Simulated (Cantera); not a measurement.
Feed: 1 mol SiO2, 0.14 mol Al2O3, 3.9 mol O2, 0.0061 mol H2O, equilibrated at 0.450 Torr.

These are equilibrium values from Cantera (NASA tables, ideal gas, pure condensed phases), not measurements of a reactor. Candidate condensed phases: Al, Al2O3, Al2SiO5, Al6Si2O13, H2O, Si, SiO2; 28 gas species. Mutual solubility and eutectic melting of coexisting phases are not modelled. The tables hold silica as quartz up to 1696 K and as liquid above; real silica turns to tridymite and cristobalite and melts near 1996 K. Condensed phases not in the tables: alloys, solid solutions and most ternary compounds. Equilibrium is a limit: real reactors are often held back by kinetics, nucleation or transport.

x: gas mole fraction; n: condensed amount in mol.

```json
[
 {"T (K)": "1198", "x O2": "0.998", "x O": "9.80e-7", "x H2O": "0.00156", "x OH": "?", "x H": "2.16e-10", "n Al2SiO5(andalusite)": "0.140", "n SiO2(β-quartz)": "0.860", "n Al6Si2O13(mullite)": "0", "n SiO2(condensed)": "0"},
 {"T (K)": "1248", "x O2": "0.998", "x O": "2.72e-6", "x H2O": "0.00156", "x OH": "?", "x H": "8.76e-10", "n Al2SiO5(andalusite)": "0.140", "n SiO2(β-quartz)": "0.860", "n Al6Si2O13(mullite)": "0", "n SiO2(condensed)": "0"},
 {"T (K)": "1298", "x O2": "0.998", "x O": "6.96e-6", "x H2O": "0.00156", "x OH": "?", "x H": "3.19e-9", "n Al2SiO5(andalusite)": "0", "n SiO2(β-quartz)": "0.907", "n Al6Si2O13(mullite)": "0.0467", "n SiO2(condensed)": "0"},
 {"T (K)": "1348", "x O2": "0.998", "x O": "1.66e-5", "x H2O": "0.00155", "x OH": "?", "x H": "1.06e-8", "n Al2SiO5(andalusite)": "0", "n SiO2(β-quartz)": "0.907", "n Al6Si2O13(mullite)": "0.0467", "n SiO2(condensed)": "0"},
 {"T (K)": "1398", "x O2": "0.998", "x O": "3.74e-5", "x H2O": "0.00154", "x OH": "?", "x H": "3.21e-8", "n Al2SiO5(andalusite)": "0", "n SiO2(β-quartz)": "0.907", "n Al6Si2O13(mullite)": "0.0467", "n SiO2(condensed)": "0"},
 {"T (K)": "1448", "x O2": "0.998", "x O": "7.96e-5", "x H2O": "0.00153", "x OH": "?", "x H": "9.04e-8", "n Al2SiO5(andalusite)": "0", "n SiO2(β-quartz)": "0.907", "n Al6Si2O13(mullite)": "0.0467", "n SiO2(condensed)": "0"},
 {"T (K)": "1498", "x O2": "0.998", "x O": "0.000161", "x H2O": "0.00152", "x OH": "?", "x H": "2.37e-7", "n Al2SiO5(andalusite)": "0", "n SiO2(β-quartz)": "0.907", "n Al6Si2O13(mullite)": "0.0467", "n SiO2(condensed)": "0"},
 {"T (K)": "1548", "x O2": "0.998", "x O": "0.000311", "x H2O": "0.00149", "x OH": "?", "x H": "5.83e-7", "n Al2SiO5(andalusite)": "0", "n SiO2(β-quartz)": "0.907", "n Al6Si2O13(mullite)": "0.0467", "n SiO2(condensed)": "0"},
 {"T (K)": "1598", "x O2": "0.998", "x O": "0.000577", "x H2O": "0.00146", "x OH": "?", "x H": "1.35e-6", "n Al2SiO5(andalusite)": "0", "n SiO2(β-quartz)": "0.907", "n Al6Si2O13(mullite)": "0.0467", "n SiO2(condensed)": "0"},
 {"T (K)": "1648", "x O2": "0.997", "x O": "0.00103", "x H2O": "0.00142", "x OH": "?", "x H": "2.96e-6", "n Al2SiO5(andalusite)": "0", "n SiO2(β-quartz)": "0.907", "n Al6Si2O13(mullite)": "0.0467", "n SiO2(condensed)": "0"},
 {"T (K)": "1698", "x O2": "0.996", "x O": "0.00178", "x H2O": "0.00136", "x OH": "?", "x H": "6.17e-6", "n Al2SiO5(andalusite)": "0", "n SiO2(β-quartz)": "0", "n Al6Si2O13(mullite)": "0.0467", "n SiO2(condensed)": "0.907"}
]
```

Q: Complete the blanks.

A: 
- 1198, x OH: 3.43e-6
- 1248, x OH: 6.60e-6
- 1298, x OH: 1.21e-5
- 1348, x OH: 2.11e-5
- 1398, x OH: 3.54e-5
- 1448, x OH: 5.72e-5
- 1498, x OH: 8.93e-5
- 1548, x OH: 0.000135
- 1598, x OH: 0.000199
- 1648, x OH: 0.000284
- 1698, x OH: 0.000394
